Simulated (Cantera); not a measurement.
A Cantera script and what it prints.

```python
import numpy as np
import cantera as ct

gas_names = """
    C CO CO2 C2 C2O C3 C3O2 C4 C5 Ca CaO Ca2 O O2 O3
""".split()
cond_names = """
    C(gr) Ca(a) Ca(b) Ca(L) CaCO3(caL) CaO(s) CaO(L)
""".split()


# ... load() reads the species with a 1 bar reference pressure and builds the phases ...
atoms = {
    'CaO': {'Ca': 1, 'O': 1},
    'O2': {'O': 2},
    'CO2': {'C': 1, 'O': 2},
}
top_T = {'C(gr)': 4500}  # K; cautious upper limits of use, not melting points


# ... equilibrate(T, P, feed) seeds the gas with the atoms and calls Mixture.equilibrate('TP', solver="vcs", rtol=1e-11, max_steps=5000) ...
results = []
feed = {'CaO': 1, 'O2': 0.6, 'CO2': 1.3}  # mol
P = 4100  # Pa
for T in [848, 998, 1148, 1298, 1448, 1598, 1748]:
    mix = equilibrate(T, P, feed)
    results.append((T, P, feed, dict(zip(mix.species_names, mix.species_moles))))

top = {s: max(r[3][s] / sum(r[3][g] for g in gas_names) for r in results) for s in gas_names}
cols = sorted((s for s in top if top[s] > 0.0001), key=lambda s: -top[s])[:7]
seen = [c for c in cond_names if any(r[3].get(c, 0) > 1e-12 for r in results)]
print("log10 of partial pressures in bar; condensed amounts in mol")
print(f"{'T/K':>10s}" + "".join(f"{s[:9]:>10s}" for s in cols + seen))
for T, P, feed, n in results:
    ng = sum(n[g] for g in gas_names)
    print(f"{T:10.4g}" + "".join(f"{np.log10(max(n[s] / ng * P / 1e5, 1e-99)):10.3f}" for s in cols)
          + "".join(f"{n.get(c, 0):10.4g}" for c in seen))
```

It prints:

```
log10 of partial pressures in bar; condensed amounts in mol
       T/K       CO2        O2        CO         O CaCO3(caL    CaO(s)
       848    -1.864    -1.563   -13.947   -12.948         1         0
       998    -1.552    -1.888   -10.853   -10.774         0         1
      1148    -1.552    -1.888    -8.922    -9.044         0         1
      1298    -1.552    -1.888    -7.441    -7.712         0         1
      1448    -1.552    -1.888    -6.269    -6.654         0         1
      1598    -1.552    -1.888    -5.320    -5.793         0         1
      1748    -1.553    -1.888    -4.536    -5.079         0         1
```

These are equilibrium values from Cantera (NASA tables, ideal gas, pure condensed phases), not measurements of a reactor.
